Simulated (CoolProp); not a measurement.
The numbers come from the reference Helmholtz-energy equation of state, Wagner 2002 in CoolProp.

Task: For water, give the phase and the cv (kJ/(kg K)), speed of sound (m/s), viscosity (µPa s), Prandtl number at 426.8 K and 2.4 bar; 498.1 K and 2.4 bar; 512.3 K and 2.4 bar.

Result: 
- 426.8 K and 2.4 bar: gas; cv 1.56, speed of sound 503, viscosity 14.3, Prandtl number 1.00
- 498.1 K and 2.4 bar: gas; cv 1.53, speed of sound 545, viscosity 17.2, Prandtl number 0.959
- 512.3 K and 2.4 bar: gas; cv 1.53, speed of sound 553, viscosity 17.8, Prandtl number 0.954

Viscosity comes from a separate model (Huber 2009). Thermal conductivity comes from a separate model (Huber 2012).
